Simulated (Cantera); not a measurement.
Adiabatic ignition

An adiabatic, constant-pressure homogeneous reactor starts with 10.8 % CH₄, 10.1 % H₂, 16.6 % O₂, 62.5 % N₂, at 1500 K and 1.00 atm.

Model: GRI-Mech 3.0 (53 species, 325 reactions), integrated in Cantera.

```
t (s)     T (K)   x CH₄    x H₂      x O₂     x CH₂       x H    x NO₂     x HCO
--------  -----  ------  ------  --------  --------  --------  -------  --------
1.00e-6    1500   0.108   0.101     0.166    <1e-12   6.47e-8   <1e-12    <1e-12
3.16e-6    1500   0.108   0.101     0.166    <1e-12   1.21e-7   <1e-12    <1e-12
1.00e-5    1500   0.108   0.101     0.166  3.58e-12   3.49e-7   <1e-12  1.73e-12
3.16e-5    1500   0.108   0.101     0.166  4.03e-10   3.31e-6   <1e-12  2.14e-10
0.000100   1530   0.101  0.0995     0.161   5.42e-7  0.000134   <1e-12   1.73e-6
0.000316   2671  <1e-12   0.104   0.00110    <1e-12    0.0250  9.22e-9   1.93e-7
0.00100    2720  <1e-12   0.105  0.000731    <1e-12    0.0199  2.77e-8   1.71e-7
0.00316    2718  <1e-12   0.105  0.000698    <1e-12    0.0197  5.70e-8   1.70e-7
0.0100     2716  <1e-12   0.105  0.000689    <1e-12    0.0196  6.71e-8   1.70e-7
0.0316     2716  <1e-12   0.105  0.000689    <1e-12    0.0196  6.72e-8   1.70e-7
0.100      2716  <1e-12   0.105  0.000689    <1e-12    0.0196  6.72e-8   1.70e-7
```
x: mole fraction; the columns are a selection and need not sum to one.

```json
{
  "time_of_steepest_temperature_rise": "0.171 ms",
  "temperature at 0.100 s": "2716 K",
  "equilibrium_temperature": "2716 K",
  "x(CH₄) at 0.100 s": "<1e-12 (gas-phase equilibrium <1e-12)",
  "x(H₂) at 0.100 s": "0.105 (gas-phase equilibrium 0.105)",
  "x(O₂) at 0.100 s": "0.000689 (gas-phase equilibrium 0.000689)"
}
```
